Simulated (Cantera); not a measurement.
Mixture: C₃H₈ : O₂ : N₂ = 1 : 8.77 : 33 (molar parts), at 750 Torr, adiabatic and at constant pressure. Ignition delay is the time to a rise of 400 K.

Model: GRI-Mech 3.0 (53 species, 325 reactions), integrated in Cantera. GRI-Mech 3.0 was tuned for natural gas; its chemistry of propane as a main component is partial and can be far from experiment.

What does this change do: constant volume in place of constant pressure?


| quantity | before | after |
|---|---|---|
| delay at 1300 K | 0.916 ms | 0.859 ms |
| delay at 1400 K | 0.217 ms | 0.200 ms |
| delay at 1500 K | 74.5 µs | 67.5 µs |
| delay at 1600 K | 34.5 µs | 30.6 µs |
| delay at 1700 K | 19.6 µs | 17.1 µs |
| apparent activation energy between 1650 and 1750 K | 120 kJ/mol | 120 kJ/mol |

What does this change do: N2 33 to 22 parts?


```csv
quantity,before,after
delay at 1300 K,0.916 ms,0.744 ms
delay at 1400 K,0.217 ms,0.177 ms
delay at 1500 K,74.5 µs,61.3 µs
delay at 1600 K,34.5 µs,28.3 µs
delay at 1700 K,19.6 µs,16.0 µs
apparent activation energy between 1650 and 1750 K,120 kJ/mol,120 kJ/mol
```

What does this change do: pressure from 750 Torr to 900 Torr?


| quantity | before | after |
|---|---|---|
| delay at 1300 K | 0.916 ms | 0.841 ms |
| delay at 1400 K | 0.217 ms | 0.197 ms |
| delay at 1500 K | 74.5 µs | 66.5 µs |
| delay at 1600 K | 34.5 µs | 30.3 µs |
| delay at 1700 K | 19.6 µs | 17.0 µs |
| apparent activation energy between 1650 and 1750 K | 120 kJ/mol | 120 kJ/mol |
